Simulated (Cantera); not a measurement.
Input (Python, Cantera) and output of one run.

```python
import numpy as np
import cantera as ct

gas_names = """
    Br Br2 Mg MgBr MgBr2 MgO Mg2 O O2 O3
""".split()
cond_names = """
    Br2(cr) Br2(L) Mg(cr) Mg(L) MgBr2(s) MgBr2(L) MgO(s) MgO(L)
""".split()


# ... load() reads the species with a 1 bar reference pressure and builds the phases ...
atoms = {
    'MgO': {'Mg': 1, 'O': 1},
    'Br2': {'Br': 2},
    'O2': {'O': 2},
}
top_T = {}  # K; cautious upper limits of use, not melting points


# ... equilibrate(T, P, feed) seeds the gas with the atoms and calls Mixture.equilibrate('TP', solver="vcs", rtol=1e-11, max_steps=5000) ...
results = []
feed = {'MgO': 1, 'Br2': 0.013, 'O2': 0.24}  # mol
T = 1273  # K
P = 13332.2  # Pa
mix = equilibrate(T, P, feed)
results.append((T, P, feed, dict(zip(mix.species_names, mix.species_moles))))
x = sorted(zip(gas.X, gas.species_names), reverse=True)
print(f"T = {T:g} K  P = {P:g} Pa  gas = {mix.phase_moles(0):.4g} mol")
print("   x: " + "  ".join(f"{s} {v:.3e}" for v, s in x if v > 1e-06))
print("   condensed (mol): " + ("  ".join(f"{mix.phase(i).name} {mix.phase_moles(i):.4g}"
      for i in range(1, mix.n_phases) if mix.phase_moles(i) > 1e-12) or "none"))
```

Result:

```
T = 1273 K  P = 13332.2 Pa  gas = 0.2576 mol
   x: O2 9.316e-01  Br 3.581e-02  Br2 3.255e-02  MgBr2 4.440e-06
   condensed (mol): MgO(s) 1
```

Cantera equilibrium calculation (NASA polynomials, part measured and part estimated; ideal gas, pure solids and liquids).
